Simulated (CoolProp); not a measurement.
Vapour-liquid equilibrium of dimethyl ether (1) + isobutane (2) at 239 K; x and y are mole fractions of (1).

Model: multi-fluid Helmholtz-energy mixture model, Wu 2011 and Bücker 2006; pair parameters Bell 2016, in CoolProp.

```json
[
 {"x": "0.05", "bubble pressure, mixture model (kPa)": "42.50", "bubble pressure, Raoult's law (kPa)": "39.73", "y, mixture model": "0.140", "y, Raoult's law": "0.083"},
 {"x": "0.15", "bubble pressure, mixture model (kPa)": "49.27", "bubble pressure, Raoult's law (kPa)": "42.51", "y, mixture model": "0.325", "y, Raoult's law": "0.233"},
 {"x": "0.25", "bubble pressure, mixture model (kPa)": "54.39", "bubble pressure, Raoult's law (kPa)": "45.29", "y, mixture model": "0.446", "y, Raoult's law": "0.365"},
 {"x": "0.35", "bubble pressure, mixture model (kPa)": "58.28", "bubble pressure, Raoult's law (kPa)": "48.08", "y, mixture model": "0.533", "y, Raoult's law": "0.482"},
 {"x": "0.45", "bubble pressure, mixture model (kPa)": "61.25", "bubble pressure, Raoult's law (kPa)": "50.86", "y, mixture model": "0.603", "y, Raoult's law": "0.585"},
 {"x": "0.55", "bubble pressure, mixture model (kPa)": "63.52", "bubble pressure, Raoult's law (kPa)": "53.64", "y, mixture model": "0.664", "y, Raoult's law": "0.678"},
 {"x": "0.65", "bubble pressure, mixture model (kPa)": "65.23", "bubble pressure, Raoult's law (kPa)": "56.42", "y, mixture model": "0.723", "y, Raoult's law": "0.762"},
 {"x": "0.75", "bubble pressure, mixture model (kPa)": "66.40", "bubble pressure, Raoult's law (kPa)": "59.20", "y, mixture model": "0.784", "y, Raoult's law": "0.838"},
 {"x": "0.85", "bubble pressure, mixture model (kPa)": "66.98", "bubble pressure, Raoult's law (kPa)": "61.98", "y, mixture model": "0.855", "y, Raoult's law": "0.907"},
 {"x": "0.95", "bubble pressure, mixture model (kPa)": "66.73", "bubble pressure, Raoult's law (kPa)": "64.77", "y, mixture model": "0.944", "y, Raoult's law": "0.970"}
]
```

The largest gap from Raoult's law is +21.2 % in bubble pressure, at x = 0.35. y crosses x between x = 0.85 and 0.95: the model has an azeotrope there.

The pair parameters rest on a limited set of measurements; away from them the model extrapolates.
